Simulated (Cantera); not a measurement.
A Cantera script and what it prints.

```python
import numpy as np
import cantera as ct

gas_names = """
    Cu CuO Cu2 N NO NO2 NO3 N2 N2O O O2 O3
""".split()
cond_names = """
    Cu(cr) Cu(L) CuO(s) Cu2O(s) Cu2O(L)
""".split()


# ... load() reads the species with a 1 bar reference pressure and builds the phases ...
atoms = {
    'Cu': {'Cu': 1},
    'O2': {'O': 2},
    'N2': {'N': 2},
}
top_T = {'CuO(s)': 1390}  # K; cautious upper limits of use, not melting points


# ... equilibrate(T, P, feed) seeds the gas with the atoms and calls Mixture.equilibrate('TP', solver="vcs", rtol=1e-11, max_steps=5000) ...
results = []
feed = {'Cu': 1, 'O2': 0.35, 'N2': 12}  # mol
T = 1400  # K
P = 10000  # Pa
mix = equilibrate(T, P, feed)
results.append((T, P, feed, dict(zip(mix.species_names, mix.species_moles))))
print(gas.report(threshold=0.0001))
for i in range(1, mix.n_phases):
    print(f"{mix.phase(i).name:16s} {mix.phase_moles(i):12.5e} mol")
```

Output:

```
       temperature   1400 K
          pressure   10000 Pa
           density   0.024095 kg/m^3
  mean mol. weight   28.047 kg/kmol
   phase of matter   gas

                          1 kg             1 kmol
                     ---------------   ---------------
          enthalpy        1.2458e+06        3.4942e+07  J
   internal energy         8.308e+05        2.3301e+07  J
           entropy              9240        2.5916e+05  J/K
    Gibbs function        -1.169e+07       -3.2788e+08  J
 heat capacity c_p              1228             34442  J/K
 heat capacity c_v            931.56             26128  J/K

                      mass frac. Y      mole frac. X     chem. pot. / RT
                     ---------------   ---------------   ---------------
                NO        0.00017168        0.00016047           -31.391
                N2           0.99048           0.99165           -28.113
                O2         0.0093381         0.0081851            -34.67
     [   +9 minor]        1.0834e-05        4.9978e-06

Cu(L)             0.00000e+00 mol
Cu2O(s)           4.99972e-01 mol
```

These are equilibrium values from Cantera (NASA tables, ideal gas, pure condensed phases), not measurements of a reactor.
